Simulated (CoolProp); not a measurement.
Vapour-liquid equilibrium of ethane (1) + CHF3 (R23) (2) at 898 kPa; x and y are mole fractions of (1).

Computed with CoolProp (multi-fluid Helmholtz-energy mixture model, Bücker 2006 and Penoncello 2003; pair parameters Bell 2016).

### Question
Give the bubble temperature and the first vapour's composition at x = 0.05, 0.2, 0.95. Is there an azeotrope?

### Answer
x = 0.05: 234.4 K, y = 0.187; x = 0.2: 227.3 K, y = 0.421; x = 0.95: 233.1 K, y = 0.846. y crosses x between x = 0.5 and 0.65: the model has an azeotrope there.

The pair parameters rest on a limited set of measurements; away from them the model extrapolates. With so large a gap from Raoult's law the liquid may split in two, which this calculation doesn't test in full.
